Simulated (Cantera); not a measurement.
A perfectly stirred reactor is fed with CH₄ : N₂ = 1 : 50 (molar parts), at 140 Pa; it is held at 1650 K, and followed from long to short residence time.

Model: GRI-Mech 3.0 (53 species, 325 reactions), integrated in Cantera. GRI-Mech 3.0 stops at C3 and has no aromatics, soot or wall deposition, so with more carbon than oxygen in the feed, carbon stays in small species such as C2H2 where larger ones or solid carbon would form. Radical loss at walls, strong at low pressure, is not modelled.

One state of this run: x CH₄ = 0.0134; x H = 1.34e-5; x C₂H = 1.74e-8; x C₂H₄ = 0.000351; x C₂H₆ = 3.01e-7. x: mole fraction; the columns are a selection and need not sum to one.

**Question.** Which value of τ (s) does it belong to?
A) 0.011
B) 0.0024
C) 0.90
D) 4.0

**Answer.** D, 4.0
